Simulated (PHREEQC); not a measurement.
Dissolve 0.0064 mol/kgw CuSO4, 9e-05 mol/kgw HNO3 and 0.097 mol/kgw FeCl3 at 25 °C. Closed to the air; pH follows from the charge balance.

Model: ion-association model, wateq4f.dat, run in PHREEQC.

Each row changes one thing in this solution. This is a speciation only: nothing precipitates in the calculation.

```tsv
case	pH	ionic strength (mol/kgw)
as made	1.89	0.387
diluted 2-fold with water	1.99	0.218
diluted 5-fold with water	2.19	0.0954
CuSO4 replaced by CaSO4 at the same molality	1.90	0.389
0.028 mol/kgw KCl added	1.92	0.406
FeCl3 left out	4.20	0.0191
CuSO4 left out	1.87	0.386
FeCl3 from 0.097 to 0.0097 mol/kgw	2.55	0.0507
0.0044 mol/kgw Na2CO3 added	1.99	0.398
```

Some of these states are supersaturated (in Hematite (slow to form), Goethite (slow to form), Jarosite-K, for instance).
